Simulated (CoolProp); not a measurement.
Vapour-liquid equilibrium of cyclohexane (1) + n-octane (2) at 0.968 MPa; x and y are mole fractions of (1).

Model: multi-fluid Helmholtz-energy mixture model, Zhou 2014 and Beckmüller 2019; pair parameters Bell 2016, in CoolProp.

```tsv
x	bubble temperature, mixture model (K)	bubble temperature, Raoult's law (K)	y, mixture model	y, Raoult's law
0.05	502.2	501.5	0.082	0.106
0.125	497.6	496.3	0.199	0.247
0.2	493.1	491.3	0.308	0.367
0.275	488.7	486.7	0.409	0.471
0.35	484.4	482.4	0.501	0.561
0.425	480.2	478.2	0.584	0.640
0.5	476.2	474.4	0.659	0.709
0.575	472.3	470.7	0.727	0.769
0.65	468.6	467.2	0.788	0.822
0.725	465.0	464.0	0.843	0.869
0.8	461.6	460.8	0.892	0.910
0.875	458.4	457.9	0.936	0.947
0.95	455.2	455.1	0.976	0.980
```

The largest gap from Raoult's law is +2.0 K in bubble temperature, at x = 0.35. No azeotrope shows between x = 0.05 and 0.95.

Pair parameters are fitted to limited data, so mixtures are less certain than the pure fluids.
